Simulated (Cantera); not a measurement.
Standard-state values (1 bar) from the NASA 1993 polynomials, evaluated with Cantera. Values are per mole of reaction as written; species without (g) are pure solids or liquids, kept so even where they would boil at 1 bar.

**Question.** Between 2098 and 2448 K, where is each reaction favourable under standard conditions?
- 4 TiCl₃(g) → 3 TiCl₄(g) + Ti

**Answer.** 
- 4 TiCl₃(g) → 3 TiCl₄(g) + Ti: ΔG° is 197 kJ at 2098 K and 243 kJ at 2448 K; it stays positive (K < 1). ΔH° is -78 kJ and ΔS° -131 J/K at 2448 K.
